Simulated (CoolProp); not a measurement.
Vapour-liquid equilibrium of R134a (1) + R142b (2) at 35.65 °C; x and y are mole fractions of (1).

Values from CoolProp's multi-fluid Helmholtz-energy mixture model, Tillner-Roth 1994 and Lemmon 2006; pair parameters Bell 2016.

| x | bubble pressure (MPa) | y at the bubble point | dew pressure at overall composition x (MPa) | liquid density (mol/L) |
|---|---|---|---|---|
| 0.05 | ___ | 0.096 | 0.4768 | 10.81 |
| 0.125 | 0.5304 | ___ | 0.4992 | 10.85 |
| 0.2 | ___ | 0.326 | 0.5235 | 10.89 |
| 0.275 | 0.6066 | 0.418 | 0.5498 | 10.93 |
| 0.35 | 0.6426 | 0.499 | ___ | 10.97 |
| 0.425 | 0.6772 | 0.572 | 0.6094 | 11.01 |
| 0.5 | 0.7105 | 0.638 | 0.6429 | 11.05 |
| 0.575 | 0.7424 | 0.698 | 0.6788 | 11.10 |
| 0.65 | 0.7732 | 0.755 | 0.7169 | 11.15 |
| 0.725 | 0.8028 | 0.809 | 0.7568 | 11.20 |
| 0.8 | 0.8314 | ___ | 0.7977 | 11.25 |
| 0.875 | 0.8591 | 0.913 | 0.8386 | ___ |
| 0.95 | 0.8858 | 0.965 | 0.8781 | 11.37 |

Task: Some entries are withheld; supply them.

Result: 
- 0.05, bubble pressure (MPa): 0.4903
- 0.125, y at the bubble point: 0.220
- 0.2, bubble pressure (MPa): 0.5692
- 0.35, dew pressure at overall composition x (MPa): 0.5785
- 0.8, y at the bubble point: 0.862
- 0.875, liquid density (mol/L): 11.31

No azeotrope shows between x = 0.05 and 0.95.

The pair parameters rest on a limited set of measurements; away from them the model extrapolates.
